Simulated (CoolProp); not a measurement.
Vapour-liquid equilibrium of R22 (1) + R114 (2) at 278.8 K; x and y are mole fractions of (1).

The numbers come from the multi-fluid Helmholtz-energy mixture model, Kamei 1995 and Platzer 1990; pair parameters Bell 2016 in CoolProp. This equation is an older, rougher fit; its heat capacities, sound speeds and derivatives of the liquid may be far off and weren't checked against measurements.

```
x     bubble pressure, mixture model (kPa)  bubble pressure, Raoult's law (kPa)  y, mixture model  y, Raoult's law
----  ------------------------------------  -----------------------------------  ----------------  ---------------
0.05                            (withheld)                                133.9        (withheld)            0.223
0.2                             (withheld)                                206.8             0.625            0.576
0.35                            (withheld)                                279.8        (withheld)            0.746
0.5                             (withheld)                                352.8             0.815            0.845
0.65                                 449.1                                425.8             0.875            0.910
0.8                                  509.7                                498.8        (withheld)            0.956
0.95                                 573.8                                571.7        (withheld)            0.990
```

### Question
Fill in the missing entries.

### Answer

- 0.05, bubble pressure, mixture model (kPa): 154.2
- 0.05, y, mixture model: 0.311
- 0.2, bubble pressure, mixture model (kPa): 255.1
- 0.35, bubble pressure, mixture model (kPa): 328.2
- 0.35, y, mixture model: 0.742
- 0.5, bubble pressure, mixture model (kPa): 390.1
- 0.8, y, mixture model: 0.929
- 0.95, y, mixture model: 0.982

The largest gap from Raoult's law is +23.4 % in bubble pressure, at x = 0.2. No azeotrope shows between x = 0.05 and 0.95.

Pair parameters are fitted to limited data, so mixtures are less certain than the pure fluids.
